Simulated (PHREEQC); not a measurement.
Dissolve 0.0024 mol/kgw NaBr, 0.28 mol/kgw AlCl3 and 8.1e-05 mol/kgw Mn(NO3)2 at 90 °C. Closed to the air; pH follows from the charge balance.

Model: ion-association model, wateq4f.dat, run in PHREEQC.

```json
[
 {"quantity": "pH", "before": "2.29", "after": "2.39"},
 {"quantity": "AlOH+2 (mol/kgw)", "before": "0.00715", "after": "0.00558"},
 {"quantity": "Al(OH)2+ (mol/kgw)", "before": "0.000111", "after": "7.59e-5"},
 {"quantity": "Mn+2 (mol/kgw)", "before": "5.36e-5", "after": "5.28e-5"},
 {"quantity": "MnCl+ (mol/kgw)", "before": "2.49e-5", "after": "2.55e-5"},
 {"quantity": "MnCl2 (mol/kgw)", "before": "1.92e-6", "after": "2.02e-6"},
 {"quantity": "SI of Boehmite (AlOOH)", "before": "+0.01", "after": "-0.12"},
 {"quantity": "SI of Gibbsite (Al(OH)3)", "before": "-0.23", "after": "-0.27"}
]
```

Task: What was changed between the two runs?
A) NaBr from 0.0024 to 0.00024 mol/kgw
B) temperature from 90 to 80 °C
C) diluted 5-fold with water
D) temperature from 90 to 50 °C

Result: B, temperature from 90 to 80 °C

This is a speciation only: nothing precipitates in the calculation. The ionic strength passes 0.7 mol/kgw, the rough limit of the ion-association models, in every such run. Away from 25 °C the constants follow the database's enthalpies or fits; those with neither stay at their 25 °C values.
